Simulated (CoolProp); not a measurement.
trans-2-butene along the isobar 50.9 bar: Z from the reference equation and from simpler models built on Tc = 428.6 K, pc = 40.19 bar, ω = 0.210; each cubic takes its own stable root.

Model: reference Helmholtz-energy equation of state, Lemmon 2005, in CoolProp. It is a short technical equation, of lower accuracy than the large ones.

```
T (K)   phase  reference
-----  ------  ---------
179.3  liquid     0.2630
192.7  liquid     0.2493
206.1  liquid     0.2375
219.4  liquid     0.2274
232.8  liquid     0.2185
246.2  liquid     0.2109
259.6  liquid     0.2042
273    liquid     0.1985
286.4  liquid     0.1936
299.8  liquid     0.1895
313.2  liquid     0.1862
326.6  liquid     0.1836
340    liquid     0.1817
353.4  liquid     0.1807
366.8  liquid     0.1807
380.2  liquid     0.1819
```

**Question.** How far does each simpler model (van der Waals, Redlich-Kwong, Soave-Redlich-Kwong, Peng-Robinson) lie from the reference over these 16 states: mean and median of the absolute difference, and the worst?

**Answer.** 
- van der Waals: mean 61.6 %, median 61.6 %, worst +66.3 % at 179.3 K and 50.9 bar
- Redlich-Kwong: mean 13.0 %, median 12.3 %, worst +17.2 % at 380.2 K and 50.9 bar
- Soave-Redlich-Kwong: mean 10.5 %, median 10.1 %, worst +13.7 % at 380.2 K and 50.9 bar
- Peng-Robinson: mean 2.0 %, median 2.2 %, worst -3.0 % at 286.4 K and 50.9 bar
